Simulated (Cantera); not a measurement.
**Abatement and gas-phase synthesis: HF + SO₂ + H₂**

Feed: 1 mol HF, a varied amount of SO₂, 0.74 mol H₂, held at 2550 K and 210 bar.

These are equilibrium values from Cantera (NASA tables, ideal gas, pure condensed phases), not measurements of a reactor. Candidate condensed phases: H₂O, H₂SO₄, S; 43 gas species. The ideal-gas law is rough above about 30 bar. Equilibrium is a limit: real reactors are often held back by kinetics, nucleation or transport.

```
n(SO₂) (mol)   x HF    x H₂   x H₂O     x SO₂   x H₂S      x S₂      x SO     x SH
------------  -----  ------  ------  --------  ------  --------  --------  -------
0.057         0.572   0.329  0.0651   1.91e-5  0.0272  0.000970   9.47e-5  0.00332
0.1           0.569   0.263   0.113  0.000179  0.0427   0.00378  0.000407  0.00585
0.14          0.565   0.207   0.155  0.000822  0.0513   0.00873   0.00108  0.00790
0.19          0.557   0.153   0.201   0.00361  0.0535    0.0175   0.00269  0.00960
0.23          0.548   0.121   0.229   0.00883  0.0505    0.0248   0.00458   0.0102
0.27          0.538  0.0992   0.248    0.0172  0.0460    0.0307   0.00674   0.0102
0.32          0.525  0.0810   0.262    0.0311  0.0406    0.0359   0.00943   0.0100
0.36          0.515  0.0710   0.268    0.0440  0.0369    0.0385    0.0114  0.00970
0.41          0.502  0.0618   0.272    0.0612  0.0330    0.0405    0.0136  0.00929
0.45          0.493  0.0563   0.273    0.0753  0.0304    0.0415    0.0152  0.00897
0.49          0.483  0.0518   0.273    0.0895  0.0281    0.0421    0.0166  0.00867
0.54          0.472  0.0472   0.272     0.107  0.0257    0.0424    0.0182  0.00830
0.58          0.463  0.0441   0.270     0.121  0.0241    0.0424    0.0194  0.00803
```
x: gas mole fraction; nothing condenses.

From 0.057 mol SO₂ to 0.58 mol SO₂ nothing is condensed.
